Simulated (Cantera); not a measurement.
Charge: 1 mol C₂H₅OH, 0.073 mol NH₃, held at 1273 K and 2.00 mbar.

Method: chemical equilibrium by Gibbs-energy minimisation in Cantera with the NASA 1993 tables (ideal gas, pure condensed phases). Candidate condensed phases: C, C₆H₆, C₇H₈, C₈H₁₈, H₂O; 136 gas species. Rates play no part.

Base state: H₂ 0.750, CO 0.241, N₂ 0.00880, H 1.38e-5, HCN 1.30e-5, CH₄ 1.06e-5 (mole fractions); condensed: C(graphite).

Question: What changes in the equilibrium state with this change: NH₃ from 0.073 to 0.16 mol?

Answer: 
```tsv
species	before	after
H₂	0.750	0.750
CO	0.241	0.231
N₂	0.00880	0.0185
HCN	1.30e-5	1.88e-5
CH₄	1.06e-5	1.06e-5
H	1.38e-5	1.38e-5
C(graphite), mol	1.000	1.000
```
